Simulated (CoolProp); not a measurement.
The fluid at 391.61 K and 1.71 MPa is throttled through a valve to 0.259 MPa with no heat exchange. The same conditions are run with several fluids, on thermodynamics alone (safety and materials aside).

The numbers come from the reference Helmholtz-energy equation of state of each fluid (1,2-dichloroethane: Thol 2015; p-xylene: Zhou 2012; ethanol: Schroeder 2014; benzene: Thol 2012; o-xylene: Zhou 2012) in CoolProp.

| fluid | temperature change (K) | final phase | final density (kg/m³) |
|---|---|---|---|
| 1,2-dichloroethane | -1.8 | two-phase, vapour fraction 0.010 | 478 |
| p-xylene | +0.5 | liquid | 772 |
| ethanol | -14.2 | two-phase, vapour fraction 0.059 | 62.4 |
| benzene | -4.5 | two-phase, vapour fraction 0.027 | 191 |
| o-xylene | +0.5 | liquid | 794 |
